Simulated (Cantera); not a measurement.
A Cantera script and what it prints.

```python
import numpy as np
import cantera as ct

gas_names = [...]  # 87 gases of nasa_gas.yaml made of C, H, Si
cond_names = """
    C(gr) C6H6(L) C7H8(L) C8H18(L),n-octa Si(cr) Si(L) SiC(b)
""".split()


# ... load() reads the species with a 1 bar reference pressure and builds the phases ...
atoms = {
    'Si(CH3)4': {'Si': 1, 'C': 4, 'H': 12},
    'H2': {'H': 2},
}
top_T = {'C(gr)': 4500, 'SiC(b)': 3050}  # K; cautious upper limits of use, not melting points


# ... equilibrate(T, P, feed) seeds the gas with the atoms and calls Mixture.equilibrate('TP', solver="vcs", rtol=1e-11, max_steps=5000) ...
results = []
feed = {'Si(CH3)4': 1, 'H2': 4.5}  # mol
P = 140  # Pa
for T in [925, 1075, 1225, 1375, 1525, 1675, 1825, 1975, 2125, 2275, 2425, 2575]:
    mix = equilibrate(T, P, feed)
    results.append((T, P, feed, dict(zip(mix.species_names, mix.species_moles))))
    x = sorted(zip(gas.X, gas.species_names), reverse=True)
    print(f"T = {T:g} K  P = {P:g} Pa  gas = {mix.phase_moles(0):.4g} mol")
    print("   x: " + "  ".join(f"{s} {v:.3e}" for v, s in x if v > 1e-06))
    print("   condensed (mol): " + ("  ".join(f"{mix.phase(i).name} {mix.phase_moles(i):.4g}"
          for i in range(1, mix.n_phases) if mix.phase_moles(i) > 1e-12) or "none"))
```

It prints:

```
T = 925 K  P = 140 Pa  gas = 10.5 mol
   x: H2 9.997e-01  CH4 3.175e-04
   condensed (mol): C(gr) 2.997  SiC(b) 1
T = 1075 K  P = 140 Pa  gas = 10.5 mol
   x: H2 9.999e-01  CH4 6.313e-05
   condensed (mol): C(gr) 2.999  SiC(b) 1
T = 1225 K  P = 140 Pa  gas = 10.5 mol
   x: H2 1.000e+00  CH4 1.838e-05  H 8.329e-06
   condensed (mol): C(gr) 3  SiC(b) 1
T = 1375 K  P = 140 Pa  gas = 10.5 mol
   x: H2 9.999e-01  H 9.157e-05  CH4 6.967e-06  C2H2,acetylene 1.778e-06
   condensed (mol): C(gr) 3  SiC(b) 1
T = 1525 K  P = 140 Pa  gas = 10.5 mol
   x: H2 9.994e-01  H 6.320e-04  C2H2,acetylene 1.208e-05  CH4 3.190e-06
   condensed (mol): C(gr) 3  SiC(b) 1
T = 1675 K  P = 140 Pa  gas = 10.52 mol
   x: H2 9.968e-01  H 3.098e-03  C2H2,acetylene 5.789e-05  Si 4.168e-06  CH4 1.676e-06
   condensed (mol): C(gr) 2.999  SiC(b) 1
T = 1825 K  P = 140 Pa  gas = 10.56 mol
   x: H2 9.880e-01  H 1.170e-02  C2H2,acetylene 2.122e-04  Si 8.758e-05  SiH 3.461e-06  SiC2 1.474e-06  Si2C 1.060e-06
   condensed (mol): C(gr) 2.996  SiC(b) 0.999
T = 1975 K  P = 140 Pa  gas = 10.71 mol
   x: H2 9.622e-01  H 3.587e-02  Si 1.153e-03  C2H2,acetylene 6.249e-04  SiC2 4.241e-05  SiH 3.046e-05  Si2C 2.839e-05  SiH2 4.417e-06
   condensed (mol): C(gr) 2.999  SiC(b) 0.9862
T = 2125 K  P = 140 Pa  gas = 11.14 mol
   x: H2 8.947e-01  H 9.180e-02  Si 1.050e-02  C2H2,acetylene 1.499e-03  SiC2 7.507e-04  Si2C 4.718e-04  SiH 1.913e-04  SiH2 1.570e-05  Si2 1.222e-05  C2H 4.292e-06  C4H2 1.019e-06
   condensed (mol): C(gr) 3.083  SiC(b) 0.8615
T = 2275 K  P = 140 Pa  gas = 12.67 mol
   x: H2 7.287e-01  H 1.937e-01  Si 6.193e-02  SiC2 7.834e-03  Si2C 4.047e-03  C2H2,acetylene 2.776e-03  SiH 7.600e-04  Si2 1.330e-04  SiH2 3.552e-05  C2H 3.126e-05  SiC 8.041e-06  C3 7.486e-06  C4H2 4.323e-06  C 3.961e-06  Si3 2.928e-06
   condensed (mol): C(gr) 3.678
T = 2425 K  P = 140 Pa  gas = 14 mol
   x: H2 5.652e-01  H 3.596e-01  Si 5.699e-02  SiC2 1.183e-02  C2H2,acetylene 4.413e-03  Si2C 1.002e-03  SiH 4.764e-04  C2H 1.711e-04  C3 1.065e-04  C 4.106e-05  Si2 4.067e-05  SiC 1.761e-05  C4H2 1.419e-05  SiH2 1.311e-05  C2 9.674e-06  C2H2,vinylidene 2.647e-06  CH 1.681e-06  CH2 1.139e-06
   condensed (mol): C(gr) 3.52
T = 2575 K  P = 140 Pa  gas = 16.03 mol
   x: H 5.618e-01  H2 3.683e-01  Si 4.671e-02  SiC2 1.493e-02  C2H2,acetylene 5.415e-03  C3 1.101e-03  C2H 6.919e-04  C 3.234e-04  SiH 2.509e-04  Si2C 2.264e-04  C2 1.029e-04  C4H2 3.296e-05  SiC 3.094e-05  Si2 1.109e-05  CH 7.470e-06  C2H2,vinylidene 5.398e-06  C5 4.500e-06  SiH2 3.912e-06  CH2 2.205e-06
   condensed (mol): C(gr) 3.257
```

Method: chemical equilibrium by Gibbs-energy minimisation in Cantera with the NASA 1993 tables (ideal gas, pure condensed phases). Gases not in the tables: Si2H6 and higher silanes.
